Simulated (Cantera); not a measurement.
An isothermal, constant-pressure homogeneous reactor starts with C2H6 : N2 = 1 : 190 (molar parts), at 1798 K and 100.0 Torr.

Detailed kinetics in Cantera: GRI-Mech 3.0 (53 species, 325 reactions). GRI-Mech 3.0 stops at C3 and has no aromatics, soot or wall deposition, so with more carbon than oxygen in the feed, carbon stays in small species such as C2H2 where larger ones or solid carbon would form.

Predict: x(C2H) at 70.0 s; x(C2H4) at 70.0 s; x(CH3) at 70.0 s; x(C2H2) at 70.0 s; x(HCN) at 70.0 s.


```json
{
 "x(C2H) at 70.0 s": "4.24e-7 (gas-phase equilibrium 2.17e-8)",
 "x(C2H4) at 70.0 s": "1.66e-7 (gas-phase equilibrium 8.46e-9)",
 "x(CH3) at 70.0 s": "3.04e-8 (gas-phase equilibrium 2.55e-8)",
 "x(C2H2) at 70.0 s": "0.00512 (gas-phase equilibrium 0.000261)",
 "x(HCN) at 70.0 s": "0.000125 (gas-phase equilibrium 0.00984)"
}
```
